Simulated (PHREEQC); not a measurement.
Model water analysis in mg/L, 25 °C, pH 6.39, pe 10.1: Na 0.0231; K 0.000506; Ca 0.012; Mg 0.0375; Cl 0.0835; S(6) as SO4 0.0175; Alkalinity as HCO3 0.114; Si as SiO2 0.00462.

Valence states are taken as typed.

Computed with PHREEQC (ion-association model, wateq4f.dat).

Each row changes one thing in this solution. Precipitation was switched off in this run.

| case | HCO3- (mol/kgw) | CO2 (mol/kgw) | CO3-2 (mol/kgw) | MgSO4 (mol/kgw) | MgHCO3+ (mol/kgw) | H3SiO4- (mol/kgw) | SI of Quartz (SiO2) |
|---|---|---|---|---|---|---|---|
| as made | 2.25e-6 | 2.06e-6 | 2.62e-10 | 6.42e-11 | 4.01e-11 | 2.79e-11 | -3.13 |
| pH from 6.39 to 6.89 at the same alkalinity | 1.92e-6 | 5.54e-7 | 7.05e-10 | 6.42e-11 | … | 8.82e-11 | -3.13 |
| temperature from 25 to 80 °C at the same typed pH | 1.67e-6 | 1.48e-6 | 3.11e-10 | 2.11e-10 | … | 1.11e-10 | -3.82 |

Question: What belongs in the gaps?

Answer: 
- pH from 6.39 to 6.89 at the same alkalinity, MgHCO3+ (mol/kgw): 3.42e-11
- temperature from 25 to 80 °C at the same typed pH, MgHCO3+ (mol/kgw): 4.86e-11

Species that the database lacks are ignored. Away from 25 °C the constants follow the database's enthalpies or fits; those with neither stay at their 25 °C values.
